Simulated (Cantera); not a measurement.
A Cantera script and its output.

```python
import numpy as np
import cantera as ct

gas = ct.Solution("gri30.yaml")
gas.TPX = 1223, 500000, {'CH4': 1, 'C2H6': 0.054, 'C3H8': 0.23, 'O2': 3.34, 'N2': 12.6}
reactor = ct.IdealGasReactor(gas, energy="on", clone=False)
net = ct.ReactorNet([reactor])
net.rtol, net.atol = 1e-08, 1e-16
show = ['CH4', 'C2H6', 'C3H8', 'CH2O', 'HCN', 'O2']
times = np.geomspace(3e-06, 5, 15)

steps = ct.SolutionArray(gas, extra=["t"])
rows = []
print(f"{'t/s':>10s}{'T/K':>9s}{'P/Pa':>11s}" + "".join(f"{s:>11s}" for s in show))
for t in times:
    while net.time < t:
        t_next = net.step()
        steps.append(gas.state, t=t_next)
    rows.append([np.interp(t, steps.t, y) for y in (steps.T, steps.P, *steps(*show).X.T)])
    print(f"{t:10.3e}{rows[-1][0]:9.1f}{rows[-1][1]:11.4g}" + "".join(f"{x:11.3e}" for x in rows[-1][2:]))
rate = np.gradient(steps.T, steps.t)
print("integrator steps:", len(steps.t))
if steps.T.max() > steps.T[0] + 200:
    print(f"time of steepest temperature rise: {steps.t[rate.argmax()]:.4e} s")
gas.TPX = 1223, 500000, {'CH4': 1, 'C2H6': 0.054, 'C3H8': 0.23, 'O2': 3.34, 'N2': 12.6}
gas.equilibrate("UV")
print(f"equilibrium (UV): T = {gas.T:.1f} K  " + "  ".join(f"{s} {gas[s].X[0]:.3e}" for s in show))
```

Output:

```
       t/s      T/K       P/Pa        CH4       C2H6       C3H8       CH2O        HCN         O2
 3.000e-06   1223.0      5e+05  5.806e-02  3.135e-03  1.335e-02  6.207e-09  1.322e-22  1.939e-01
 8.347e-06   1223.0      5e+05  5.806e-02  3.135e-03  1.335e-02  5.755e-08  1.188e-21  1.939e-01
 2.323e-05   1223.0      5e+05  5.806e-02  3.135e-03  1.335e-02  6.270e-07  1.356e-20  1.939e-01
 6.462e-05   1222.9      5e+05  5.805e-02  3.133e-03  1.333e-02  8.271e-06  4.733e-19  1.939e-01
 1.798e-04   1223.3  5.002e+05  5.801e-02  3.137e-03  1.323e-02  7.427e-05  1.741e-17  1.938e-01
 5.003e-04   1225.4  5.012e+05  5.782e-02  3.166e-03  1.286e-02  3.242e-04  1.384e-16  1.933e-01
 1.392e-03   1246.1  5.113e+05  5.622e-02  3.239e-03  1.059e-02  1.752e-03  6.471e-15  1.898e-01
 3.873e-03   2965.8  1.276e+06  5.820e-14  1.453e-26  9.142e-39  2.669e-09  8.844e-09  1.567e-02
 1.078e-02   2965.8  1.276e+06  5.820e-14  1.453e-26  9.142e-39  2.669e-09  8.844e-09  1.567e-02
 2.998e-02   2965.8  1.276e+06  5.820e-14  1.453e-26  9.142e-39  2.669e-09  8.844e-09  1.567e-02
 8.343e-02   2965.8  1.276e+06  5.820e-14  1.453e-26  9.142e-39  2.669e-09  8.844e-09  1.567e-02
 2.321e-01   2965.8  1.276e+06  5.820e-14  1.453e-26  9.142e-39  2.669e-09  8.844e-09  1.567e-02
 6.459e-01   2965.8  1.276e+06  5.820e-14  1.453e-26  9.142e-39  2.669e-09  8.844e-09  1.567e-02
 1.797e+00   2965.8  1.276e+06  5.820e-14  1.453e-26  9.142e-39  2.669e-09  8.844e-09  1.567e-02
 5.000e+00   2965.8  1.276e+06  5.820e-14  1.453e-26  9.142e-39  2.669e-09  8.844e-09  1.567e-02
integrator steps: 2198
time of steepest temperature rise: 1.7386e-03 s
equilibrium (UV): T = 2965.8 K  CH4 7.368e-14  C2H6 2.199e-26  C3H8 1.489e-38  CH2O 2.669e-09  HCN 8.844e-09  O2 1.567e-02
```

Cantera simulation using GRI-Mech 3.0 (53 species, 325 reactions); the numbers are that mechanism's predictions, not measurements. GRI-Mech 3.0 was tuned for natural gas; its chemistry of propane as a main component is partial and can be far from experiment.
